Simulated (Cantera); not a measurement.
Charge: 1 mol CaO, 31 mol HCl, 0.22 mol O₂, at 1330 Pa.

Equilibrium computed with Cantera from the NASA thermochemical tables; the gas is ideal and each condensed phase is pure. Candidate condensed phases: Ca, CaCl₂, CaO, Ca(OH)₂, H₂O; 21 gas species. Rates play no part.

**Question.** At 1600 K, list the 7 most abundant gas species with their mole fractions, and the condensed phases.

**Answer.** HCl 0.896, H₂O 0.0453, CaCl₂ 0.0318, Cl 0.0258, Cl₂ 0.000737, O₂ 0.000243, H₂ 0.000167. Condensed: gas only.
